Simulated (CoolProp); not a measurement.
Values from CoolProp's reference Helmholtz-energy equation of state, Lemmon 2006. It is a short technical equation, of lower accuracy than the large ones.

**Question.** Give the vapour pressure (kPa), enthalpy of vaporisation (kJ/kg), liquid cp (kJ/(kg K)), surface tension (mN/m) of saturated C2F6 (R116) at -70.85, -52.15 °C.

**Answer.** 
```csv
T (°C),p (kPa),enthalpy of vaporisation (kJ/kg),liquid cp (kJ/(kg K)),surface tension (mN/m)
-70.85,147,114,0.961,10.1
-52.15,340,105,1.02,7.60
```

Surface tension comes from a separate correlation (Mulero 2012).
